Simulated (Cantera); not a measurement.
## Equilibrium for silicon oxide and oxynitride deposition: TEOS + H2O

Feed: 1 mol TEOS, 0.44 mol H2O, at 7.70 mbar.

Method: chemical equilibrium by Gibbs-energy minimisation in Cantera with the NASA 1993 tables (ideal gas, pure condensed phases). Candidate condensed phases: C, C6H6, C7H8, C8H18, H2O, Si, SiC, SiO2; 123 gas species. The feed counts by its element totals alone. The tables hold silica as quartz up to 1696 K and as liquid above; real silica turns to tridymite and cristobalite and melts near 1996 K. The numbers say what is thermodynamically allowed, not how fast it happens.

```json
[
 {"T (K)": "825", "x H2": "0.810", "x CO": "0.163", "x H2O": "0.0128", "x CO2": "0.00924", "x CH4": "0.00457", "x SiO": "<1e-12", "n C(graphite)": "5.78", "n SiO2(α-quartz)": "1.00", "n SiO2(β-quartz)": "0", "n SiC(s)": "0"},
 {"T (K)": "925", "x H2": "0.810", "x CO": "0.187", "x H2O": "0.00173", "x CO2": "0.000808", "x CH4": "0.00114", "x SiO": "<1e-12", "n C(graphite)": "5.58", "n SiO2(α-quartz)": "0", "n SiO2(β-quartz)": "1.00", "n SiC(s)": "0"},
 {"T (K)": "1025", "x H2": "0.810", "x CO": "0.189", "x H2O": "0.000313", "x CO2": "9.47e-5", "x CH4": "0.000371", "x SiO": "<1e-12", "n C(graphite)": "5.56", "n SiO2(α-quartz)": "0", "n SiO2(β-quartz)": "1.00", "n SiC(s)": "0"},
 {"T (K)": "1125", "x H2": "0.810", "x CO": "0.189", "x H2O": "7.60e-5", "x CO2": "1.61e-5", "x CH4": "0.000146", "x SiO": "1.10e-9", "n C(graphite)": "5.56", "n SiO2(α-quartz)": "0", "n SiO2(β-quartz)": "1.00", "n SiC(s)": "0"},
 {"T (K)": "1225", "x H2": "0.810", "x CO": "0.189", "x H2O": "2.32e-5", "x CO2": "3.70e-6", "x CH4": "6.64e-5", "x SiO": "4.32e-7", "n C(graphite)": "5.56", "n SiO2(α-quartz)": "0", "n SiO2(β-quartz)": "1.000", "n SiC(s)": "0"},
 {"T (K)": "1325", "x H2": "0.810", "x CO": "0.189", "x H2O": "8.51e-6", "x CO2": "1.07e-6", "x CH4": "3.39e-5", "x SiO": "6.74e-5", "n C(graphite)": "5.56", "n SiO2(α-quartz)": "0", "n SiO2(β-quartz)": "0.999", "n SiC(s)": "0"},
 {"T (K)": "1425", "x H2": "0.702", "x CO": "0.298", "x H2O": "4.89e-6", "x CO2": "9.13e-7", "x CH4": "1.43e-5", "x SiO": "0.000419", "n C(graphite)": "2.57", "n SiO2(α-quartz)": "0", "n SiO2(β-quartz)": "0", "n SiC(s)": "0.994"},
 {"T (K)": "1525", "x H2": "0.701", "x CO": "0.298", "x H2O": "2.31e-6", "x CO2": "3.65e-7", "x CH4": "8.64e-6", "x SiO": "0.000647", "n C(graphite)": "2.58", "n SiO2(α-quartz)": "0", "n SiO2(β-quartz)": "0", "n SiC(s)": "0.990"},
 {"T (K)": "1625", "x H2": "0.701", "x CO": "0.297", "x H2O": "1.20e-6", "x CO2": "1.64e-7", "x CH4": "5.56e-6", "x SiO": "0.000944", "n C(graphite)": "2.59", "n SiO2(α-quartz)": "0", "n SiO2(β-quartz)": "0", "n SiC(s)": "0.986"}
]
```
x: gas mole fraction; n: condensed amount in mol.

At 825 K the condensed part is C(graphite) + SiO2(α-quartz). From 925 K to 1325 K the condensed part is C(graphite) + SiO2(β-quartz). From 1425 K to 1625 K the condensed part is C(graphite) + SiC(s).
